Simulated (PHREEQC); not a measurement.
Model water analysis in mg/kgw, 35 °C, pH 2.74, pe 8.5:

```
constituent  mg/kgw
-----------  ------
Na              428
K              4.18
Ca              143
Mg             84.4
Cl              398
S(6) as SO4    1230
Cu(2)         0.831
```

Valence states are taken as typed.

Model: ion-association model, wateq4f.dat, run in PHREEQC.

No solid was allowed to form.

Question: Predict the ionic strength.

Answer: ionic strength 0.0435 mol/kgw.

Question: In which forms is K present?

Answer: K+ 97 %, KSO4- 3.3 % of the K.
